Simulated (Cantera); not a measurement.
A freely propagating, adiabatic, planar premixed flame of H2 : O2 : N2 = 1 : 0.685 : 2.58 (molar parts), equivalence ratio 0.73, unburnt at 350 K and 61000 Pa; multicomponent+Soret transport, grid criteria slope 0.08 and curve 0.16, no radiation.

Cantera simulation using the H2/O2 subset of GRI-Mech 3.0, which has no nitrogen chemistry; the numbers are that mechanism's predictions, not measurements. Burning velocities carry a grid error of a few per cent, more on coarse grids.

Task: Predict: laminar burning velocity; thermal thickness; peak x(H); peak x(O); peak x(H2O2).

Result: 
```
Property                    Result
------------------------  --------
laminar burning velocity  170 cm/s
thermal thickness         0.649 mm
peak x(H)                   0.0234
peak x(O)                  0.00998
peak x(H2O2)               6.95e-5
```
